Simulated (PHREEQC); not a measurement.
Solution (90 °C): 14 mmol/kgw HF, 0.038 mmol/kgw (NH4)2SiF6, 1.6 mmol/kgw HBF4 and 0.4 mmol/kgw HCl. Closed to the air; pH follows from the charge balance.

Equilibrium calculation in PHREEQC: ion-association model, phreeqc.dat.

```csv
quantity,before,after
pH,2.59,2.23
ionic strength (mol/kgw),0.00283,0.00653
HF (mol/kgw),0.0148,0.0161
F- (mol/kgw),0.00112,0.000548
BF4- (mol/kgw),0.000998,0.000875
H3BO3 (mol/kgw),0.000417,0.000581
SI of Quartz (SiO2),-1.49,-1.34
```

Name the change that produced these shifts.
A. temperature from 90 to 5 °C
B. diluted 10-fold with water
C. HCl from 0.0004 to 0.0008 mol/kgw
D. 0.0045 mol/kgw HBr added
E. (NH4)2SiF6 from 3.8e-05 to 0.00019 mol/kgw

D, 0.0045 mol/kgw HBr added

This is a speciation only: nothing precipitates in the calculation. At this temperature some constants are extrapolated from 25 °C, and those without enthalpy data are left unchanged. SiF6-2 is the database's only silicon fluoride. Real BF4- forms and hydrolyses slowly; the run takes it at equilibrium.
